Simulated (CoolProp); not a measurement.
A Linde-Hampson liquefier for carbon monoxide: isothermal reversible compression at 250 K from 1 atm to 40 MPa, throttling to 1 atm, return gas leaving the recuperator 5 K below the feed. Each further row changes one setting.

Values from CoolProp's reference Helmholtz-energy equation of state, Lemmon 2006. It is a short technical equation, of lower accuracy than the large ones.

```
case                        liquid yield per pass  compression work (kJ/kg of gas)
--------------------------  ---------------------  -------------------------------
as stated                                   0.161                              440
high pressure 80 MPa                        0.113                              517
warm-end temperature 280 K                  0.117                              500
warm-end gap 10 K                           0.149                              440
```
